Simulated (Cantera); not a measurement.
Feed: 1 mol HgO, 0.15 mol H2, 9.4 mol N2, held at 0.100 bar.

These are equilibrium values from Cantera (NASA tables, ideal gas, pure condensed phases), not measurements of a reactor. Candidate condensed phases: H2O, Hg, HgO; 25 gas species. Kinetics and transport are ignored. All values below are at 1325 K.

Base state: N2 0.856, Hg 0.0911, O2 0.0386, H2O 0.0137, NO 0.000208 (mole fractions); condensed: gas only.

Question: What changes in the equilibrium state with this change: HgO replaced by Hg?

Answer: 
| species | before | after |
|---|---|---|
| N2 | 0.856 | 0.891 |
| Hg | 0.0911 | 0.0948 |
| H2 | 2.95e-8 | 0.0142 |
| O2 | 0.0386 | 0 |
| H2O | 0.0137 | 0 |
| NO | 0.000208 | 0 |
